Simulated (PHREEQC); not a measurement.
Solution (66 °C and 500 atm): 140 mmol/kgw Al2(SO4)3. Closed to the air; pH follows from the charge balance.

All values are PHREEQC results (ion-association model, phreeqc.dat), not measurements.

No solid was allowed to form.

Q: Order these S species by the share of S that they hold, largest first: SO4-2, AlSO4+, Al(SO4)2-, HSO4-.

A: Al(SO4)2- (49 %), AlSO4+ (36 %), SO4-2 (14 %), HSO4- (0.41 %)

Q: Order these Al species by the share of Al that they hold, largest first: AlOH+2, AlSO4+, Al+3, Al(SO4)2-.

A: AlSO4+ (54 %), Al(SO4)2- (37 %), Al+3 (8.3 %), AlOH+2 (0.76 %)

The pH is 3.28 and the ionic strength 0.357 mol/kgw. The solution is supersaturated, for example in Gibbsite (slow to form), so a real one may precipitate; this is no full list. Complexes and solids missing from the database can't appear. Under pressure, the constants of complexes without a molar volume in the database are unreliable. At this temperature some constants are extrapolated from 25 °C, and those without enthalpy data are left unchanged.
